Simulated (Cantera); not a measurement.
An isothermal, constant-pressure homogeneous reactor starts with NH3 : H2 = 1 : 4.1 (molar parts), at 1248 K and 240 Torr. Integrator tolerance rtol = 1e-08.

Detailed kinetics in Cantera: the gas-phase N/H chemistry of the illustrative SiF4/NH3 mechanism in the Surface Chemkin manual (1991). Walls and surfaces, which speed up NH3 decomposition in real reactors, are not modelled.

Problem. What does this change do: temperature 1248 to 2073 K?

Solution. 
```json
[
 {"quantity": "x(NH3) at 1.00 s", "before": "0.196 (gas-phase equilibrium 1.22e-5)", "after": "0.000141 (gas-phase equilibrium 1.43e-6)"},
 {"quantity": "x(H2) at 1.00 s", "before": "0.804 (gas-phase equilibrium 0.918)", "after": "0.914 (gas-phase equilibrium 0.914)"},
 {"quantity": "x(N2H2) at 1.00 s", "before": "2.60e-10 (gas-phase equilibrium <1e-12)", "after": "4.51e-11 (gas-phase equilibrium <1e-12)"},
 {"quantity": "x(H) at 1.00 s", "before": "7.22e-7 (gas-phase equilibrium 7.96e-7)", "after": "0.00447 (gas-phase equilibrium 0.00447)"},
 {"quantity": "x(NH) at 1.00 s", "before": "5.99e-11 (gas-phase equilibrium <1e-12)", "after": "3.01e-7 (gas-phase equilibrium 3.05e-9)"}
]
```
